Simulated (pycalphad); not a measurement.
## Phase fractions of Hf-0.02837C (wt.%)

CALPHAD calculation (pycalphad, COST 507 light-alloy database (1999)), 1 atm. The data set is of 1999 and partly superseded. Phase fractions are per mole of atoms.

| T (K) | liquid | bcc | hcp |
|---|---|---|---|
| 2500 | 1.000 | - | - |
| 2400 | - | 0.969 | 0.031 |
| 2300 | - | 0.890 | 0.110 |
| 2200 | - | 0.794 | 0.206 |
| 2100 | - | 0.585 | 0.415 |
| 2000 | - | - | 1.000 |
